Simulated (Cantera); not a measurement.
Charge: 1 mol CCl4, 0.098 mol F2, at 0.203 Torr.

Cantera equilibrium calculation (NASA polynomials, part measured and part estimated; ideal gas, pure solids and liquids). Candidate condensed phases: C; 27 gas species. Gases not in the tables: C2F6 and larger saturated fluorocarbons. Equilibrium is a limit: real reactors are often held back by kinetics, nucleation or transport.

x: gas mole fraction; n: condensed amount in mol.

```json
[
 {"T (K)": "1748", "x Cl": "0.974", "x F": "0.00990", "x C3": "8.25e-11", "x CF2": "0.00513", "x CF4": "0.00689", "x Cl2": "?", "x C": "2.25e-10", "n C(graphite)": "0.951"},
 {"T (K)": "1898", "x Cl": "0.961", "x F": "0.0305", "x C3": "7.24e-9", "x CF2": "0.00697", "x CF4": "0.000627", "x Cl2": "?", "x C": "1.11e-8", "n C(graphite)": "0.968"},
 {"T (K)": "2048", "x Cl": "0.955", "x F": "0.0416", "x C3": "3.25e-7", "x CF2": "0.00246", "x CF4": "6.07e-6", "x Cl2": "?", "x C": "3.10e-7", "n C(graphite)": "0.989"},
 {"T (K)": "2198", "x Cl": "0.954", "x F": "0.0449", "x C3": "8.59e-6", "x CF2": "0.000677", "x CF4": "5.08e-8", "x Cl2": "?", "x C": "5.46e-6", "n C(graphite)": "0.995"},
 {"T (K)": "2348", "x Cl": "0.953", "x F": "0.0454", "x C3": "0.000148", "x CF2": "0.000196", "x CF4": "6.32e-10", "x Cl2": "?", "x C": "6.66e-5", "n C(graphite)": "0.993"},
 {"T (K)": "2498", "x Cl": "0.951", "x F": "0.0450", "x C3": "0.00178", "x CF2": "6.31e-5", "x CF4": "1.23e-11", "x Cl2": "?", "x C": "0.000600", "n C(graphite)": "0.967"},
 {"T (K)": "2648", "x Cl": "0.932", "x F": "0.0435", "x C3": "0.0161", "x CF2": "2.18e-5", "x CF4": "<1e-12", "x Cl2": "?", "x C": "0.00420", "n C(graphite)": "0.750"}
]
```

Task: Some entries are withheld; supply them.

Result: 
- 1748, x Cl2: 0.00424
- 1898, x Cl2: 0.00104
- 2048, x Cl2: 0.000316
- 2198, x Cl2: 0.000114
- 2348, x Cl2: 4.65e-5
- 2498, x Cl2: 2.10e-5
- 2648, x Cl2: 1.01e-5
